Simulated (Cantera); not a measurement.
A Cantera script and what it prints.

```python
import numpy as np
import cantera as ct

gas_names = """
    B BH BH2 BH3 BN BO BO2 B2 B2O B2O2 B2O3 B3O3H3 H HBO HBO2 HNO HNO2 HNO3 HO2 H2 H2O H2O2 H3B3O6 N NH
    NH2 NH3 NH2OH NO NO2 NO3 N2 N2H2 N2H4 N2O O OH O2 O3
""".split()
cond_names = """
    B(b) B(L) BN(s) B2O3(L) B3O3H3(cr) H2O(s) H2O(L)
""".split()


# ... load() reads the species with a 1 bar reference pressure and builds the phases ...
atoms = {
    'B2H6': {'B': 2, 'H': 6},
    'O2': {'O': 2},
    'N2': {'N': 2},
}
top_T = {'BN(s)': 3200}  # K; cautious upper limits of use, not melting points


# ... equilibrate(T, P, feed) seeds the gas with the atoms and calls Mixture.equilibrate('TP', solver="vcs", rtol=1e-11, max_steps=5000) ...
results = []
feed = {'B2H6': 1, 'O2': 0.4, 'N2': 4.2}  # mol
P = 19  # Pa
for T in [1400, 1475, 1550, 1625, 1700, 1775, 1850, 1925, 2000, 2075]:
    mix = equilibrate(T, P, feed)
    results.append((T, P, feed, dict(zip(mix.species_names, mix.species_moles))))

top = {s: max(r[3][s] / sum(r[3][g] for g in gas_names) for r in results) for s in gas_names}
cols = sorted((s for s in top if top[s] > 0.001), key=lambda s: -top[s])[:8]
seen = [c for c in cond_names if any(r[3].get(c, 0) > 1e-12 for r in results)]
print("log10 of partial pressures in bar; condensed amounts in mol")
print(f"{'T/K':>10s}" + "".join(f"{s[:9]:>10s}" for s in cols + seen))
for T, P, feed, n in results:
    ng = sum(n[g] for g in gas_names)
    print(f"{T:10.4g}" + "".join(f"{np.log10(max(n[s] / ng * P / 1e5, 1e-99)):10.3f}" for s in cols)
          + "".join(f"{n.get(c, 0):10.4g}" for c in seen))
```

Result:

```
log10 of partial pressures in bar; condensed amounts in mol
       T/K        N2        H2         H        BO       HBO      B2O3      B2O2      HBO2      B(b)     BN(s)   B2O3(L)
      1400    -4.001    -4.072    -7.349    -7.700    -5.906    -5.619    -6.741    -5.777         0     1.468    0.1251
      1475    -4.010    -4.088    -6.931    -6.926    -5.515    -5.330    -6.040    -5.771         0     1.428         0
      1550    -4.011    -4.097    -6.550    -6.359    -5.291    -5.459    -5.670    -6.022         0      1.36         0
      1625    -4.012    -4.109    -6.206    -5.901    -5.146    -5.743    -5.446    -6.362         0     1.282         0
      1700    -4.015    -4.119    -5.891    -5.553    -5.082    -6.209    -5.380    -6.811         0     1.229         0
      1775    -4.019    -4.128    -5.602    -5.293    -5.082    -6.807    -5.435    -7.337         0     1.207         0
      1850    -4.025    -4.139    -5.338    -5.097    -5.125    -7.488    -5.571    -7.909         0       1.2         0
      1925    -4.032    -4.154    -5.096    -4.958    -5.209    -8.238    -5.779    -8.520         0     1.196         0
      2000    -4.009    -4.212    -4.895    -4.897    -5.376    -9.076    -6.105    -9.187     1.185         0         0
      2075    -4.021    -4.248    -4.699    -4.848    -5.529    -9.690    -6.423    -9.624     1.167         0         0
```

Cantera equilibrium calculation (NASA polynomials, part measured and part estimated; ideal gas, pure solids and liquids). The feed counts by its element totals alone. N2 is the only nitrogen source here; it is nearly inert below about 1500 K, so the nitride shown seldom forms there in practice. Mutual solubility and eutectic melting of coexisting phases are not modelled. The tables' values for BH2 are old estimates; treat these amounts as uncertain.
